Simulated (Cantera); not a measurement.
Feed: 1 mol CaCO₃, 0.44 mol C, 0.65 mol H₂O, at 1975 K and 2.80 bar.

Method: chemical equilibrium by Gibbs-energy minimisation in Cantera with the NASA 1993 tables (ideal gas, pure condensed phases). Candidate condensed phases: C, C₆H₆, C₇H₈, C₈H₁₈, Ca, CaCO₃, CaO, Ca(OH)₂, H₂O; 115 gas species. Equilibrium is a limit: real reactors are often held back by kinetics, nucleation or transport.

Base state: CO 0.360, CO₂ 0.329, H₂O 0.250, H₂ 0.0609, H 0.000202, OH 7.89e-5, Ca(OH)₂ 2.09e-5 (mole fractions); condensed: CaO(s).

What changes in the equilibrium state with this change: temperature from 1975 K to 2248 K?


| species | before | after |
|---|---|---|
| CO | 0.360 | 0.367 |
| CO₂ | 0.329 | 0.322 |
| H₂O | 0.250 | 0.256 |
| H₂ | 0.0609 | 0.0537 |
| Ca(OH)₂ | 2.09e-5 | 0.000144 |
| O₂ | 3.41e-7 | 1.90e-5 |
| OH | 7.89e-5 | 0.000726 |
| H | 0.000202 | 0.00102 |
| CaO(s), mol | 1.000 | 1.000 |
